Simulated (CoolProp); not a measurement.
Model: reference Helmholtz-energy equation of state, Platzer 1990, in CoolProp. This equation is an older, rougher fit.

**Question.** For c-C4F8 (RC318), give the phase and the cv (kJ/(kg K)) at 5.35 °C and 18.8 kPa; 148.15 °C and 58.2 kPa.

**Answer.** 
- 5.35 °C and 18.8 kPa: gas; cv 0.709
- 148.15 °C and 58.2 kPa: gas; cv 0.911
